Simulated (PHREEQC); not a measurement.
Solution (25 °C): 140 mmol/kgw HF, 8.2 mmol/kgw NH4HF2, 1.2 mmol/kgw (NH4)2SiF6 and 0.036 mmol/kgw H3PO4. Closed to the air; pH follows from the charge balance.

Computed with PHREEQC (ion-association model, wateq4f.dat).

```csv
quantity,before,after
pH,2.20,2.61
ionic strength (mol/kgw),0.0189,0.00380
HF (mol/kgw),0.0924,0.0114
H2F2 (mol/kgw),0.0223,0.000338
F- (mol/kgw),0.0113,0.00330
HF2- (mol/kgw),0.00401,0.000144
SI of Quartz (SiO2),-8.50,-4.73
```

### Question
What was changed between the two runs?
A) diluted 2-fold with water
B) H3PO4 from 3.6e-05 to 3.24e-05 mol/kgw
C) diluted 10-fold with water
D) (NH4)2SiF6 from 0.0012 to 0.006 mol/kgw
E) HF left out

### Answer
C, diluted 10-fold with water

No solid was allowed to form. wateq4f.dat counts part of the HF as a dimer, H2F2, which phreeqc.dat doesn't know; its constant is uncertain. H3PO4, which wateq4f.dat lacks, is added to it with the constant of phreeqc.dat. SiF6-2 is the database's only silicon fluoride.
